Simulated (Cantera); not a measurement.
Hydrocarbon pyrolysis for carbon deposition

An isothermal, constant-pressure homogeneous reactor starts with CH4 : H2 = 1 : 3.1 (molar parts), at 1375 K and 1.00 bar.

Detailed kinetics in Cantera: GRI-Mech 3.0 (53 species, 325 reactions). GRI-Mech 3.0 stops at C3 and has no aromatics, soot or wall deposition, so with more carbon than oxygen in the feed, carbon stays in small species such as C2H2 where larger ones or solid carbon would form.

```json
[
 {"t (s)": "0.000600", "x CH4": "0.244", "x H2": "0.756", "x C2H2": "9.35e-12", "x CH2": "6.77e-12", "x C2H4": "2.17e-8", "x C2H": "<1e-12"},
 {"t (s)": "0.00133", "x CH4": "0.244", "x H2": "0.756", "x C2H2": "2.72e-10", "x CH2": "1.61e-11", "x C2H4": "1.96e-7", "x C2H": "<1e-12"},
 {"t (s)": "0.00293", "x CH4": "0.244", "x H2": "0.756", "x C2H2": "5.17e-9", "x CH2": "2.08e-11", "x C2H4": "1.32e-6", "x C2H": "<1e-12"},
 {"t (s)": "0.00648", "x CH4": "0.244", "x H2": "0.756", "x C2H2": "6.77e-8", "x CH2": "2.34e-11", "x C2H4": "6.76e-6", "x C2H": "<1e-12"},
 {"t (s)": "0.0143", "x CH4": "0.244", "x H2": "0.756", "x C2H2": "7.02e-7", "x CH2": "2.62e-11", "x C2H4": "2.79e-5", "x C2H": "<1e-12"},
 {"t (s)": "0.0317", "x CH4": "0.244", "x H2": "0.756", "x C2H2": "5.59e-6", "x CH2": "2.77e-11", "x C2H4": "8.80e-5", "x C2H": "<1e-12"},
 {"t (s)": "0.0701", "x CH4": "0.243", "x H2": "0.756", "x C2H2": "3.28e-5", "x CH2": "2.82e-11", "x C2H4": "0.000213", "x C2H": "<1e-12"},
 {"t (s)": "0.155", "x CH4": "0.242", "x H2": "0.757", "x C2H2": "0.000145", "x CH2": "2.88e-11", "x C2H4": "0.000431", "x C2H": "<1e-12"},
 {"t (s)": "0.343", "x CH4": "0.241", "x H2": "0.758", "x C2H2": "0.000493", "x CH2": "2.96e-11", "x C2H4": "0.000786", "x C2H": "1.19e-12"},
 {"t (s)": "0.757", "x CH4": "0.237", "x H2": "0.760", "x C2H2": "0.00129", "x CH2": "3.12e-11", "x C2H4": "0.00142", "x C2H": "3.23e-12"},
 {"t (s)": "1.67", "x CH4": "0.231", "x H2": "0.764", "x C2H2": "0.00278", "x CH2": "3.43e-11", "x C2H4": "0.00260", "x C2H": "7.37e-12"},
 {"t (s)": "3.70", "x CH4": "0.222", "x H2": "0.769", "x C2H2": "0.00493", "x CH2": "3.93e-11", "x C2H4": "0.00431", "x C2H": "1.43e-11"},
 {"t (s)": "8.18", "x CH4": "0.214", "x H2": "0.773", "x C2H2": "0.00668", "x CH2": "4.39e-11", "x C2H4": "0.00572", "x C2H": "2.08e-11"},
 {"t (s)": "18.1", "x CH4": "0.212", "x H2": "0.774", "x C2H2": "0.00711", "x CH2": "4.51e-11", "x C2H4": "0.00608", "x C2H": "2.25e-11"},
 {"t (s)": "40.0", "x CH4": "0.212", "x H2": "0.774", "x C2H2": "0.00713", "x CH2": "4.51e-11", "x C2H4": "0.00609", "x C2H": "2.26e-11"}
]
```
x: mole fraction; the columns are a selection and need not sum to one.

Equilibrium at this temperature and pressure: CH4 0.212, H2 0.774, C2H2 0.00713, CH2 4.51e-11, C2H4 0.00609, C2H 2.26e-11 (gas phase only).
